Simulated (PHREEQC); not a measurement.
PHREEQC input (ion-association model, wateq4f.dat):

```
SOLUTION_MASTER_SPECIES
  An  An-  0  An  62.0  # stands for a non-complexing anion
SOLUTION_SPECIES
  An- = An-
    -log_k 0
    -gamma 3.0 0
PHASES
  Fix_H+
    H+ = H+
    -log_k 0
SOLUTION 1
  temp 25
  units mmol/kgw
  pH 7 charge
  Na 5
  An 5
END
SELECTED_OUTPUT 1
  -reset false
  -pH true
  -pe true
  -ionic_strength true
  -water true
  -totals Na
  -molalities Hfo_wOH Hfo_wOH2+ Hfo_wO- Hfo_sOH Hfo_sOH2+ Hfo_sO-
USER_PUNCH 1
  -headings sigma psi
  10 PUNCH EDL("sigma", "Hfo"), EDL("psi", "Hfo")
PRINT
  -reset false
USE solution 1
SURFACE 1
  Hfo_wOH 7.64045e-05 600 0.034
  Hfo_sOH 1.91011e-06
EQUILIBRIUM_PHASES 1
  Fix_H+ -3 HAn 10
    -force_equality true
  O2(g) -0.68 10
END
# ... the last block is repeated for the other 12 points of pH, with NaOH or the acid as the point needs
```

Selected output (columns that matter, 13 of 13 rows; pH added in front):

```
pH	mu	Na	m_Hfo_wOH	m_Hfo_wOH2+	m_Hfo_wO-	m_Hfo_sOH	m_Hfo_sOH2+	m_Hfo_sO-	sigma	psi
3	0.0061094	0.005	1.3918e-05	6.2415e-05	7.1102e-08	3.4796e-07	1.5604e-06	1.7775e-09	0.30226	0.21523
3.5	0.005365	0.005	2.587e-05	5.023e-05	3.0523e-07	6.4674e-07	1.2557e-06	7.6307e-09	0.24205	0.20715
4	0.0051265	0.005	3.7159e-05	3.8422e-05	8.233e-07	9.2898e-07	9.6055e-07	2.0582e-08	0.18229	0.19376
4.5	0.0050477	0.005	4.6019e-05	2.8695e-05	1.6907e-06	1.1505e-06	7.1736e-07	4.2268e-08	0.13092	0.17718
5	0.0050202	0.005	5.2037e-05	2.148e-05	2.8879e-06	1.3009e-06	5.37e-07	7.2198e-08	0.09014	0.1582
5.5	0.0050097	0.005	5.5583e-05	1.6544e-05	4.278e-06	1.3896e-06	4.136e-07	1.0695e-07	0.059469	0.13702
6	0.005005	0.005	5.7388e-05	1.3376e-05	5.6405e-06	1.4347e-06	3.344e-07	1.4101e-07	0.037503	0.11373
6.5	0.0050027	0.005	5.8189e-05	1.1429e-05	6.7869e-06	1.4547e-06	2.8572e-07	1.6967e-07	0.022506	0.088547
7	0.0050014	0.005	5.8505e-05	1.0249e-05	7.6508e-06	1.4626e-06	2.5622e-07	1.9127e-07	0.012597	0.061908
7.5	0.0050007	0.005	5.8618e-05	9.5081e-06	8.2788e-06	1.4654e-06	2.377e-07	2.0697e-07	0.0059601	0.034307
8	0.005001	0.0050009	5.8649e-05	8.9812e-06	8.7739e-06	1.4662e-06	2.2453e-07	2.1935e-07	0.0010047	0.0062073
8.5	0.0050038	0.0050042	5.8638e-05	8.5059e-06	9.2606e-06	1.4659e-06	2.1265e-07	2.3151e-07	-0.0036591	-0.021979
9	0.0050118	0.0050128	5.8569e-05	7.9499e-06	9.8851e-06	1.4642e-06	1.9875e-07	2.4713e-07	-0.0093828	-0.04985
```

The oxide is taken as insoluble; below pH 4 it would dissolve.
